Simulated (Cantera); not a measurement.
Feed: 1 mol Si, 0.0075 mol O2, 230 mol N2, equilibrated at 930000 Pa.

Cantera equilibrium calculation (NASA polynomials, part measured and part estimated; ideal gas, pure solids and liquids). Candidate condensed phases: Si, SiO2, Si2N2O, Si3N4; 16 gas species. Mutual solubility and eutectic melting of coexisting phases are not modelled. Rates play no part. All values below are at 1848 K.

Base state: N2 1.000 (mole fractions); condensed: Si2N2O(s) + Si3N4(s).

What changes in the equilibrium state with this change: pressure from 930000 Pa to 100000 Pa?


```
species          before    after
--------------  -------  -------
N2                1.000    1.000
SiO             9.33e-6  6.54e-5
Si2N2O(s), mol   0.0129        0
Si3N4(s), mol     0.324    0.328
```
